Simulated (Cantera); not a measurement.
Feed: 1 mol AlCl3, 3.8 mol N2, 570 mol H2, equilibrated at 42000 Pa.

Equilibrium computed with Cantera from the NASA thermochemical tables; the gas is ideal and each condensed phase is pure. Candidate condensed phases: Al, AlCl3, AlN, NH4Cl; 20 gas species. Kinetics and transport are ignored.

Q: Which condensed phases are stable at each of these points (T (K)): 650, 750, 850, 950, 1050, 1150, 1250, 1350, 1450, 1550, 1650, 1750?

A: 
```json
[
 {"T (K)": "650", "condensed phases": "AlN(s)", "Al condensed (%)": "99.5"},
 {"T (K)": "750", "condensed phases": "AlN(s)", "Al condensed (%)": "99.4"},
 {"T (K)": "850", "condensed phases": "AlN(s)", "Al condensed (%)": "99.2"},
 {"T (K)": "950", "condensed phases": "AlN(s)", "Al condensed (%)": "99.0"},
 {"T (K)": "1050", "condensed phases": "AlN(s)", "Al condensed (%)": "98.8"},
 {"T (K)": "1150", "condensed phases": "AlN(s)", "Al condensed (%)": "98.6"},
 {"T (K)": "1250", "condensed phases": "AlN(s)", "Al condensed (%)": "98.4"},
 {"T (K)": "1350", "condensed phases": "AlN(s)", "Al condensed (%)": "97.9"},
 {"T (K)": "1450", "condensed phases": "AlN(s)", "Al condensed (%)": "95.2"},
 {"T (K)": "1550", "condensed phases": "AlN(s)", "Al condensed (%)": "82.3"},
 {"T (K)": "1650", "condensed phases": "AlN(s)", "Al condensed (%)": "36.8"},
 {"T (K)": "1750", "condensed phases": "gas only", "Al condensed (%)": "0.0"}
]
```

From 650 K to 1650 K the condensed part is AlN(s). At 1750 K nothing is condensed.
